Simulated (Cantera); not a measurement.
An isothermal, constant-pressure homogeneous reactor starts with N2O : H2O = 1 : 0.013 (molar parts), at 1550 K and 0.0267 bar. Integrator tolerance rtol = 1e-08.

Detailed kinetics in Cantera: GRI-Mech 3.0 (53 species, 325 reactions). GRI-Mech 3.0 was tuned for natural gas; its chemistry of N2O as a main component is partial and can be far from experiment. Radical loss at walls, strong at low pressure, is not modelled. The temperature is held fixed by assumption; the heat of reaction is taken as removed at once.

What does this change do: H2O 0.013 to 0.024 parts?


| quantity | before | after |
|---|---|---|
| x(N2O) at 1.00 s | 0.0400 (gas-phase equilibrium 1.61e-8) | 0.0355 (gas-phase equilibrium 1.60e-8) |
| x(H2O) at 1.00 s | 0.00867 (gas-phase equilibrium 0.00854) | 0.0159 (gas-phase equilibrium 0.0157) |
| x(NO) at 1.00 s | 0.153 (gas-phase equilibrium 0.00179) | 0.146 (gas-phase equilibrium 0.00177) |
| x(H2O2) at 1.00 s | 5.62e-10 (gas-phase equilibrium 2.20e-10) | 9.54e-10 (gas-phase equilibrium 4.03e-10) |
| x(OH) at 1.00 s | 0.000178 (gas-phase equilibrium 9.68e-5) | 0.000239 (gas-phase equilibrium 0.000131) |
| x(N2) at 1.00 s | 0.558 (gas-phase equilibrium 0.660) | 0.559 (gas-phase equilibrium 0.655) |

What does this change do: pressure from 0.0267 bar to 0.00720 bar?


```tsv
quantity	before	after
x(N2O) at 1.00 s	0.0400 (gas-phase equilibrium 1.61e-8)	0.358 (gas-phase equilibrium 8.38e-9)
x(H2O) at 1.00 s	0.00867 (gas-phase equilibrium 0.00854)	0.0100 (gas-phase equilibrium 0.00852)
x(NO) at 1.00 s	0.153 (gas-phase equilibrium 0.00179)	0.103 (gas-phase equilibrium 0.00179)
x(H2O2) at 1.00 s	5.62e-10 (gas-phase equilibrium 2.20e-10)	1.15e-9 (gas-phase equilibrium 1.14e-10)
x(OH) at 1.00 s	0.000178 (gas-phase equilibrium 9.68e-5)	0.000200 (gas-phase equilibrium 0.000134)
x(N2) at 1.00 s	0.558 (gas-phase equilibrium 0.660)	0.369 (gas-phase equilibrium 0.660)
```
